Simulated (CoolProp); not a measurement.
A simple Rankine cycle with hydrogen sulfide: condensing at 291.15 K, boiler at 6.34 MPa, turbine inlet 393.1 K, turbine efficiency 0.9, pump efficiency 0.6, no recuperator. Each further row changes one setting.

The numbers come from the reference Helmholtz-energy equation of state, Lemmon 2006 in CoolProp. It is a short technical equation, of lower accuracy than the large ones.

| case | thermal efficiency (%) | net work (kJ/kg) | heat in (kJ/kg) | turbine exit temperature (K) | volume ratio over the turbine |
|---|---|---|---|---|---|
| as stated | 13.6 | 65.7 | 483 | 291.2 | 2.97 |
| turbine inlet 413.1 K | 14.3 | 73.6 | 515 | 299.7 | 2.88 |
| condensing temperature 283.15 K | 15.2 | 76.0 | 500 | 283.2 | 3.60 |
| boiler pressure 4.44 MPa | 11.1 | 57.3 | 515 | 312.1 | 2.16 |
| turbine efficiency 0.8 | 11.9 | 57.3 | 483 | 291.2 | 3.03 |

The expansion ends wet for: as stated; condensing temperature 283.15 K; turbine efficiency 0.8.
